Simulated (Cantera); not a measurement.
An adiabatic, constant-volume homogeneous reactor starts with 1.12 % CH₄, 0.0460 % C₂H₆, 1.68 % C₃H₈, 20.4 % O₂, 76.7 % N₂, equivalence ratio 0.53, at 1773 K and 1.01 bar.

Model: GRI-Mech 3.0 (53 species, 325 reactions), integrated in Cantera. GRI-Mech 3.0 was tuned for natural gas; its chemistry of propane as a main component is partial and can be far from experiment.

Question: Predict: time of steepest temperature rise; temperature at 0.700 s; equilibrium temperature; x(HO₂) at 0.700 s.

Answer: 
| Quantity | Value |
|---|---|
| time of steepest temperature rise | 14.1 µs |
| temperature at 0.700 s | 2751 K |
| equilibrium temperature | 2751 K |
| x(HO₂) at 0.700 s | 1.25e-5 (gas-phase equilibrium 1.25e-5) |
